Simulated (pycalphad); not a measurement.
All values are pycalphad results on the COST 507 light-alloy database (1999) (1 atm), not direct measurements. These are 1990s assessments: newer ones move some temperatures and phases. Amounts are mole fractions of atoms.

Give the equilibrium state of Al-5.868N (wt.%) at 750 K.

FCC_A1, fraction 0.786, with <0.01 N wt.%; ALN, fraction 0.214, with 34.2 N wt.%.

Give the equilibrium state of Al-5.868N (wt.%) at 1100 K.

LIQUID, fraction 0.786, with 0.02 N wt.%; ALN, fraction 0.214, with 34.2 N wt.%.

Database names, with the compositions (at.%) that they take in these runs: ALN: Al 50 N 50. FCC_A1 is fcc.
